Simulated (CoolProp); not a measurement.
Vapour-liquid equilibrium of R143a (1) + R1234yf (2) at 0.0591 MPa; x and y are mole fractions of (1).

Model: multi-fluid Helmholtz-energy mixture model, Lemmon and Jacobsen 2000 and Lemmon 2022; pair parameters Bell 2016, in CoolProp.

Question: Give the bubble temperature and the first vapour's composition at x = 0.15, 0.35, 0.75. Is there an azeotrope?

Answer: x = 0.15: -45.2 °C, y = 0.302; x = 0.35: -49.3 °C, y = 0.562; x = 0.75: -55.2 °C, y = 0.870. No azeotrope shows between x = 0.05 and 0.95.

Pair parameters are fitted to limited data, so mixtures are less certain than the pure fluids.
